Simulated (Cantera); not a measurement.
Input: 1 mol MgCO₃, 2.4 mol SO₃, 0.058 mol O₂, at 13.3 mbar.

These are equilibrium values from Cantera (NASA tables, ideal gas, pure condensed phases), not measurements of a reactor. Candidate condensed phases: C, Mg, MgCO₃, MgO, MgS, MgSO₄, S; 26 gas species. Rates play no part.

Problem. At 1448 K, list the 4 most abundant gas species with their mole fractions, and the condensed phases.

Solution. SO₂ 0.514, O₂ 0.270, CO₂ 0.215, SO₃ 0.00152. Condensed: MgO(s).
